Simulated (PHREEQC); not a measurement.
Consider water at 25 °C with 0.0011 mol HF, 0.0092 mol KF and 0.00013 mol H2SiF6 per kg of water. Closed to the air; pH follows from the charge balance.

Equilibrium calculation in PHREEQC: ion-association model, phreeqc.dat.

```
quantity                    before     after
------------------------  --------  --------
pH                            4.00      4.12
ionic strength (mol/kgw)   0.00944  0.000998
F- (mol/kgw)               0.00901  0.000998
HF (mol/kgw)               0.00122  0.000109
SiF6-2 (mol/kgw)          0.000128  5.93e-10
HF2- (mol/kgw)             4.21e-5   4.18e-7
SI of Quartz (SiO2)          -1.72     -0.91
```

**Question.** What was changed between the two runs?
(A) temperature from 25 to 30 °C
(B) HF left out
(C) KF replaced by NH4F at the same molality
(D) diluted 10-fold with water

**Answer.** D, diluted 10-fold with water

Precipitation was switched off in this run. SiF6-2 is the database's only silicon fluoride.
